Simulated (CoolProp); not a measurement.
Vapour-liquid equilibrium of n-heptane (1) + n-dodecane (2) at 0.0992 MPa; x and y are mole fractions of (1).

Computed with CoolProp (multi-fluid Helmholtz-energy mixture model, Span 2003 and Lemmon 2004; pair parameters Bell 2016).

Problem. Give the bubble temperature and the first vapour's composition at x = 0.275, 0.425, 0.5. Is there an azeotrope?

Solution. x = 0.275: 147.3 °C, y = 0.891; x = 0.425: 129.2 °C, y = 0.955; x = 0.5: 122.7 °C, y = 0.970. No azeotrope shows between x = 0.05 and 0.95.

The pair parameters rest on a limited set of measurements; away from them the model extrapolates.
